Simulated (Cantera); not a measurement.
Cantera run:

```python
import numpy as np
import cantera as ct

gas_names = """
    AL ALBr ALBr3 ALN ALO ALO2 AL2 AL2Br6 AL2O AL2O2 Br Br2 N NO NO2 NO3 N2 N2O O O2 O3
""".split()
cond_names = """
    AL(cr) AL(L) ALBr3(s) ALBr3(L) ALN(s) AL2O3(a) AL2O3(L) Br2(cr) Br2(L)
""".split()


# ... load() reads the species with a 1 bar reference pressure and builds the phases ...
atoms = {
    'AlBr3': {'AL': 1, 'Br': 3},
    'N2O': {'N': 2, 'O': 1},
    'N2': {'N': 2},
}
top_T = {'ALN(s)': 2750}  # K; cautious upper limits of use, not melting points


# ... equilibrate(T, P, feed) seeds the gas with the atoms and calls Mixture.equilibrate('TP', solver="vcs", rtol=1e-11, max_steps=5000) ...
results = []
feed = {'AlBr3': 1, 'N2O': 3.1, 'N2': 68}  # mol
T = 1523.15  # K
P = 6000  # Pa
mix = equilibrate(T, P, feed)
results.append((T, P, feed, dict(zip(mix.species_names, mix.species_moles))))
x = sorted(zip(gas.X, gas.species_names), reverse=True)
print(f"T = {T:g} K  P = {P:g} Pa  gas = {mix.phase_moles(0):.4g} mol")
print("   x: " + "  ".join(f"{s} {v:.3e}" for v, s in x if v > 0.0001))
print("   condensed (mol): " + ("  ".join(f"{mix.phase(i).name} {mix.phase_moles(i):.4g}"
      for i in range(1, mix.n_phases) if mix.phase_moles(i) > 1e-12) or "none"))
```

It prints:

```
T = 1523.15 K  P = 6000 Pa  gas = 74.84 mol
   x: N2 9.498e-01  Br 3.852e-02  O2 1.052e-02  Br2 7.813e-04  NO 3.362e-04
   condensed (mol): AL2O3(a) 0.5
```

These are equilibrium values from Cantera (NASA tables, ideal gas, pure condensed phases), not measurements of a reactor.
